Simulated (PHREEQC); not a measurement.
# Ultrapure water in contact with air or piping (model solution)

A made-up water analysis in mg/kgw, 25 °C, pH 6.31, pe 11:

```json
[
 {"constituent": "Na", "mg/kgw": "0.0167"},
 {"constituent": "K", "mg/kgw": "0.000186"},
 {"constituent": "Ca", "mg/kgw": "0.0668"},
 {"constituent": "Mg", "mg/kgw": "0.00118"},
 {"constituent": "Cl", "mg/kgw": "0.0192"},
 {"constituent": "S(6) as SO4", "mg/kgw": "0.0216"},
 {"constituent": "Alkalinity as HCO3", "mg/kgw": "0.186"},
 {"constituent": "O(0) (dissolved oxygen)", "mg/kgw": "0.0063"},
 {"constituent": "Ni", "mg/kgw": "8.62e-05"}
]
```

Valence states are taken as typed.

All values are PHREEQC results (ion-association model, wateq4f.dat), not measurements.

Precipitation was switched off in this run.

### Question
What charge-balance error does the model give?

### Answer
charge-balance error 1.4 %.

### Question
In which forms is C present?

### Answer
CO2 52 %, HCO3- 48 % of the C.

Species that the database lacks are ignored.
